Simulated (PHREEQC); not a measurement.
Consider water at 20 °C with 74 mmol/kgw HCl, 50 mmol/kgw MnSO4 and 0.77 mmol/kgw NiSO4. It is in equilibrium with CO2 at log p = -2 (atm). Otherwise closed; pH follows from the charge balance.

Equilibrium calculation in PHREEQC: ion-association model, wateq4f.dat.

Precipitation was switched off in this run.

Q: Order these Mn species by the share of Mn that they hold, largest first: MnCl2, MnCl+, MnSO4, Mn+2.

A: Mn+2 (73 %), MnSO4 (20 %), MnCl+ (6.9 %), MnCl2 (0.11 %)

The pH is 1.40 and the ionic strength 0.182 mol/kgw.
